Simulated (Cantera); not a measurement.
What does this Cantera script print?

```python
import numpy as np
import cantera as ct

surf = ct.Interface("diamond.yaml", "diamond_100")
gas, bulk = surf.adjacent["gas"], surf.adjacent["diamond"]
k = surf.kinetics_species_index(bulk.species_names[0])
cover = ["c6HH", "c6H*", "c6*H", "c6**", "c6HM", "c6B"]

rows, drift = [], 0.0
print(f"{'P':>10s}{'um/h':>11s}" + "".join(f"{s:>11s}" for s in cover))
for v in [1000, 1600, 2400, 3800, 5900, 9200, 14000, 22000]:
    T, P, xH, xCH3 = 1298, v, 0.00031, 8.8e-05
    gas.TPX = T, P, {"H": xH, "CH3": xCH3, "CH4": 0.0073, "H2": 1 - xH - xCH3 - 0.0073}
    surf.TP = bulk.TP = T, P
    surf.coverages = "c6H*:0.1, c6HH:0.9"
    surf.advance_coverages(100.0)
    before = surf.coverages
    surf.advance_coverages(100.0)
    drift = max(drift, np.max(np.abs(surf.coverages - before) / (surf.coverages + 1e-9)))
    rate = surf.net_production_rates[k] * bulk.mean_molecular_weight / bulk.density * 3.6e9
    rows.append([rate, *surf[cover].coverages])
    print(f"{v:10.4g}{rate:11.4e}" + "".join(f"{x:11.3e}" for x in rows[-1][1:]))
```

It prints:

```
         P       um/h       c6HH       c6H*       c6*H       c6**       c6HM        c6B
      1000 1.2296e-02  5.108e-01  4.051e-02  4.343e-01  1.381e-02  2.437e-05  3.336e-11
      1600 2.6641e-02  5.110e-01  4.049e-02  4.341e-01  1.377e-02  3.995e-05  7.229e-11
      2400 4.9931e-02  5.110e-01  4.047e-02  4.339e-01  1.373e-02  6.124e-05  1.355e-10
      3800 9.7550e-02  5.110e-01  4.046e-02  4.338e-01  1.368e-02  9.922e-05  2.647e-10
      5900 1.7878e-01  5.109e-01  4.045e-02  4.336e-01  1.365e-02  1.569e-04  4.851e-10
      9200 3.2183e-01  5.109e-01  4.043e-02  4.335e-01  1.362e-02  2.479e-04  8.733e-10
   1.4e+04 5.5568e-01  5.107e-01  4.042e-02  4.333e-01  1.359e-02  3.800e-04  1.508e-09
   2.2e+04 1.0047e+00  5.106e-01  4.041e-02  4.331e-01  1.357e-02  5.983e-04  2.726e-09
```

Computed with Cantera and the Harris–Goodwin 1993 mechanism for the reconstructed diamond (100) surface.
